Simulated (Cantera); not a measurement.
An isothermal, constant-pressure homogeneous reactor starts with CO : O2 : H2O : N2 = 0.022 : 0.0023 : 0.0016 : 1 (molar parts), at 850 K and 0.133 bar. Integrator tolerance rtol = 1e-08.

Computed with Cantera and GRI-Mech 3.0 (53 species, 325 reactions).

**Question.** What does this change do: temperature 850 to 1000 K?

**Answer.** 
| quantity | before | after |
|---|---|---|
| x(CO) at 20.0 s | 0.0214 (gas-phase equilibrium 0.0156) | 0.0159 (gas-phase equilibrium 0.0158) |
| x(O2) at 20.0 s | 0.00220 (gas-phase equilibrium <1e-12) | 1.30e-12 (gas-phase equilibrium <1e-12) |
| x(H2O) at 20.0 s | 0.00156 (gas-phase equilibrium 0.000172) | 0.000420 (gas-phase equilibrium 0.000317) |
| x(CO2) at 20.0 s | 8.90e-5 (gas-phase equilibrium 0.00589) | 0.00564 (gas-phase equilibrium 0.00574) |
| x(O) at 20.0 s | 1.61e-7 (gas-phase equilibrium <1e-12) | 4.85e-12 (gas-phase equilibrium <1e-12) |

**Question.** What does this change do: 0.0089 parts H2 added?

**Answer.** 
| quantity | before | after |
|---|---|---|
| x(CO) at 20.0 s | 0.0214 (gas-phase equilibrium 0.0156) | 0.0193 (gas-phase equilibrium 0.0162) |
| x(O2) at 20.0 s | 0.00220 (gas-phase equilibrium <1e-12) | 1.40e-6 (gas-phase equilibrium <1e-12) |
| x(H2O) at 20.0 s | 0.00156 (gas-phase equilibrium 0.000172) | 0.00396 (gas-phase equilibrium 0.000942) |
| x(CO2) at 20.0 s | 8.90e-5 (gas-phase equilibrium 0.00589) | 0.00204 (gas-phase equilibrium 0.00506) |
| x(O) at 20.0 s | 1.61e-7 (gas-phase equilibrium <1e-12) | 2.74e-11 (gas-phase equilibrium <1e-12) |
Radical loss at walls, strong at low pressure, is not modelled. Below about 950 K walls govern HO2 and H2O2 in real vessels.
